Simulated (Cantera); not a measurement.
A Cantera script and its output.

```python
import numpy as np
import cantera as ct

gas = ct.Solution("gri30.yaml", transport_model="multicomponent")
show = ['CH4', 'H2O', 'CH3']

rows = []
print(f"{'T/K':>7s}{'rho':>11s}{'cp':>10s}{'mu':>11s}{'lambda':>11s}{'Pr':>7s}" + "".join(f"{'D_' + s:>11s}" for s in show))
for T in [400, 600, 800, 1000, 1200, 1400, 1600, 1800, 2000]:
    gas.TPX = T, 420, {'CH4': 0.25, 'H2O': 0.72}
    Pr = gas.cp_mass * gas.viscosity / gas.thermal_conductivity
    D = [gas.mix_diff_coeffs_mole[gas.species_index(s)] for s in show]
    rows.append([gas.density, gas.cp_mass, gas.viscosity, gas.thermal_conductivity, Pr, *D])
    print(f"{T:7g}{gas.density:11.4e}{gas.cp_mass:10.1f}{gas.viscosity:11.4e}"
          f"{gas.thermal_conductivity:11.4e}{Pr:7.3f}" + "".join(f"{d:11.4e}" for d in D))
print("SI units: kg/m3, J/kg/K, Pa s, W/m/K, m2/s")
```

It prints:

```
    T/K        rho        cp         mu     lambda     Pr      D_CH4      D_H2O      D_CH3
    400 2.2109e-03    2049.6 1.4084e-05 4.1766e-02  0.691 9.6130e-03 9.6130e-03 9.7439e-03
    600 1.4739e-03    2316.2 2.0981e-05 7.0522e-02  0.689 2.0791e-02 2.0791e-02 2.0572e-02
    800 1.1054e-03    2584.4 2.7593e-05 1.0243e-01  0.696 3.5192e-02 3.5192e-02 3.4332e-02
   1000 8.8434e-04    2834.6 3.3879e-05 1.3618e-01  0.705 5.2384e-02 5.2384e-02 5.0656e-02
   1200 7.3695e-04    3058.8 3.9848e-05 1.7080e-01  0.714 7.2080e-02 7.2080e-02 6.9305e-02
   1400 6.3167e-04    3250.9 4.5522e-05 2.0528e-01  0.721 9.4080e-02 9.4080e-02 9.0109e-02
   1600 5.5271e-04    3414.9 5.0926e-05 2.3923e-01  0.727 1.1824e-01 1.1824e-01 1.1294e-01
   1800 4.9130e-04    3554.4 5.6081e-05 2.7235e-01  0.732 1.4445e-01 1.4445e-01 1.3770e-01
   2000 4.4217e-04    3672.8 6.1009e-05 3.0449e-01  0.736 1.7262e-01 1.7262e-01 1.6432e-01
SI units: kg/m3, J/kg/K, Pa s, W/m/K, m2/s
```

Cantera simulation using GRI-Mech 3.0 (53 species, 325 reactions); the numbers are that mechanism's predictions, not measurements. Polar gases are described roughly by these parameters. The composition is frozen, though it would react at the higher temperatures.
